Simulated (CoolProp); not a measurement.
A simple Rankine cycle with carbonyl sulfide: condensing at 306.15 K, boiler at 3.57 MPa, turbine inlet 385.9 K, turbine efficiency 0.65, pump efficiency 0.6, no recuperator. Each further row changes one setting.

Model: reference Helmholtz-energy equation of state, Lemmon 2006, in CoolProp. It is a short technical equation, of lower accuracy than the large ones.

```
case                             thermal efficiency (%)  net work (kJ/kg)  heat in (kJ/kg)  turbine exit temperature (K)  volume ratio over the turbine
-------------------------------  ----------------------  ----------------  ---------------  ----------------------------  -----------------------------
as stated                                           6.5              18.1              280                         334.5                           2.18
turbine inlet 405.9 K                               6.8              20.2              300                         355.2                           2.16
condensing temperature 298.15 K                     7.7              22.4              290                         324.4                           2.60
boiler pressure 2.5 MPa                             4.1              12.1              294                         358.2                           1.55
turbine efficiency 0.55                             5.3              14.8              280                         338.3                           2.21
```
